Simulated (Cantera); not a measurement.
An adiabatic, constant-pressure homogeneous reactor starts with 11.5 % H₂, 18.6 % O₂, 69.9 % N₂, equivalence ratio 0.31, at 1723 K and 4.10 bar.

Model: the H2/O2 subset of GRI-Mech 3.0, which has no nitrogen chemistry, integrated in Cantera. The hydrogen kinetics of GRI-Mech 3.0 are dated; newer H2 mechanisms differ, most at raised pressure.

Task: Predict: time of steepest temperature rise; temperature at 3.00 s; equilibrium temperature; x(H₂) at 3.00 s; x(O₂) at 3.00 s; x(H₂O) at 3.00 s; x(OH) at 3.00 s; x(O) at 3.00 s; x(H₂O₂) at 3.00 s; x(H) at 3.00 s.

Result: 
| Quantity | Result |
|---|---|
| time of steepest temperature rise | 2.20 µs |
| temperature at 3.00 s | 2464 K |
| equilibrium temperature | 2464 K |
| x(H₂) at 3.00 s | 0.000793 (gas-phase equilibrium 0.000793) |
| x(O₂) at 3.00 s | 0.133 (gas-phase equilibrium 0.133) |
| x(H₂O) at 3.00 s | 0.117 (gas-phase equilibrium 0.117) |
| x(OH) at 3.00 s | 0.00874 (gas-phase equilibrium 0.00874) |
| x(O) at 3.00 s | 0.00219 (gas-phase equilibrium 0.00219) |
| x(H₂O₂) at 3.00 s | 5.60e-7 (gas-phase equilibrium 5.60e-7) |
| x(H) at 3.00 s | 0.000300 (gas-phase equilibrium 0.000300) |
